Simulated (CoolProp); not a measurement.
A closed Brayton cycle with carbon dioxide: compressor inlet 326.15 K and 7.6 MPa, high pressure 25.2 MPa, turbine inlet 875 K, compressor efficiency 0.85, turbine efficiency 0.9, recuperator effectiveness 0.9 (on enthalpy, no pinch check). Each further row changes one setting.

The numbers come from the reference Helmholtz-energy equation of state, Span 1996 in CoolProp.

```csv
case,thermal efficiency (%),net work (kJ/kg),compressor to turbine work,compressor exit (K),turbine exit (K)
as stated,35.0,96.2,0.42,432.6,728.2
turbine inlet 825 K,___,85.5,0.45,432.6,683.4
compressor inlet 336.15 K,33.7,89.3,___,448.3,728.2
high pressure 21.4 MPa,34.5,86.8,___,417.5,747.5
recuperator effectiveness 0.5,23.5,96.2,0.42,432.6,728.2
```

Task: What belongs in the gaps?

Result: 
- turbine inlet 825 K, thermal efficiency (%): 33.1
- compressor inlet 336.15 K, compressor to turbine work: 0.46
- high pressure 21.4 MPa, compressor to turbine work: 0.40
